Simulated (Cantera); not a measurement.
# Thermodynamics of fluorocarbon and chlorocarbon gases, feed CHF3 + H2

Charge: 1 mol CHF3, 0.049 mol H2, held at 29.0 Pa.

Equilibrium computed with Cantera from the NASA thermochemical tables; the gas is ideal and each condensed phase is pure. Candidate condensed phases: C, C6H6, C7H8, C8H18; 95 gas species. Gases not in the tables: C2F6 and larger saturated fluorocarbons. The numbers say what is thermodynamically allowed, not how fast it happens.

| T (K) | log p HF | log p F | log p CF4 | log p CF2 | log p CF3 | log p CF | log p H | n C(graphite) |
|---|---|---|---|---|---|---|---|---|
| 1850 | -3.74 | -4.67 | -4.21 | -4.64 | -6.17 | -7.35 | -9.28 | 0.487 |
| 1875 | -3.75 | -4.56 | -4.25 | -4.56 | -6.12 | -7.18 | -9.18 | 0.480 |
| 1900 | -3.76 | -4.46 | -4.31 | -4.49 | -6.08 | -7.02 | -9.08 | 0.474 |
| 1925 | -3.78 | -4.36 | -4.38 | -4.42 | -6.05 | -6.87 | -8.98 | 0.469 |
| 1950 | -3.80 | -4.28 | -4.47 | -4.37 | -6.04 | -6.72 | -8.88 | 0.467 |
| 1975 | -3.82 | -4.20 | -4.58 | -4.33 | -6.05 | -6.58 | -8.78 | 0.469 |
| 2000 | -3.84 | -4.13 | -4.72 | -4.31 | -6.07 | -6.46 | -8.67 | 0.478 |
| 2025 | -3.86 | -4.06 | -4.88 | -4.30 | -6.12 | -6.34 | -8.57 | 0.494 |
| 2050 | -3.87 | -4.01 | -5.07 | -4.31 | -6.19 | -6.24 | -8.45 | 0.519 |
log p: log10 of the partial pressure in bar; n: condensed amount in mol.

From 1850 K to 2050 K the condensed part is C(graphite). The main C-bearing gas is CF4 at 1850 K and CF2 at 2050 K. The share of C in condensed phases is highest at 2050 K (51.9 %) and lowest at 1950 K (46.7 %).
